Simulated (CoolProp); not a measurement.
A closed Brayton cycle with carbon dioxide: compressor inlet 307.15 K and 8.5 MPa, high pressure 27.3 MPa, turbine inlet 775 K, compressor efficiency 0.89, turbine efficiency 0.93, recuperator effectiveness 0.8 (on enthalpy, no pinch check). Each further row changes one setting.

Computed with CoolProp (reference Helmholtz-energy equation of state, Span 1996).

| case | thermal efficiency (%) | net work (kJ/kg) | compressor to turbine work | compressor exit (K) | turbine exit (K) |
|---|---|---|---|---|---|
| as stated | 32.7 | 116 | 0.20 | 341.6 | 637.2 |
| turbine inlet 725 K | 31.4 | 104 | 0.22 | 341.6 | 592.3 |
| compressor inlet 317.15 K | [?] | [?] | 0.35 | [?] | 637.2 |
| high pressure 23.2 MPa | 30.6 | [?] | 0.18 | [?] | [?] |
| recuperator effectiveness 0.5 | [?] | 116 | 0.20 | 341.6 | 637.2 |

Problem. What belongs in the gaps?

Solution. 
- compressor inlet 317.15 K, thermal efficiency (%): 31.8
- compressor inlet 317.15 K, net work (kJ/kg): 94.6
- compressor inlet 317.15 K, compressor exit (K): 400.7
- high pressure 23.2 MPa, net work (kJ/kg): 103
- high pressure 23.2 MPa, compressor exit (K): 336.0
- high pressure 23.2 MPa, turbine exit (K): 655.8
- recuperator effectiveness 0.5, thermal efficiency (%): 25.1
